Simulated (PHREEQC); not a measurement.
Solution (39 °C): 0.16 mol KH2PO4, 3.5e-05 mol H2SO4 and 0.00022 mol H4SiO4 per kg of water. Closed to the air; pH follows from the charge balance.

Computed with PHREEQC (ion-association model, wateq4f.dat).

Precipitation was switched off in this run.

Q: Order these S species by the share of S that they hold, largest first: KSO4-, HSO4-, SO4-2.

A: SO4-2 (70 %), KSO4- (30 %), HSO4- (0.15 %)

The pH is 4.42 and the ionic strength 0.161 mol/kgw. The solution is supersaturated, for example in Quartz (slow to form), so a real one may precipitate; this is no full list. H3PO4, which wateq4f.dat lacks, is added to it with the constant of phreeqc.dat. Constants without temperature data keep their 25 °C values here.
